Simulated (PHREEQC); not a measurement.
A solution holds 40 mmol/kgw AlCl3, at 60 °C. It is in equilibrium with CO2 at log p = -1 (atm). Otherwise closed; pH follows from the charge balance.

Model: ion-association model, phreeqc.dat, run in PHREEQC.

This is a speciation only: nothing precipitates in the calculation.

**Question.** Predict the pH, specific conductance.

**Answer.** pH 2.99; specific conductance 20200 µS/cm.

**Question.** In which forms is Al present?

**Answer.** Al+3 97 %, AlOH+2 3.1 % of the Al.

The solution is supersaturated, for example in Gibbsite (slow to form), so a real one may precipitate; this is no full list. Constants without temperature data keep their 25 °C values here.
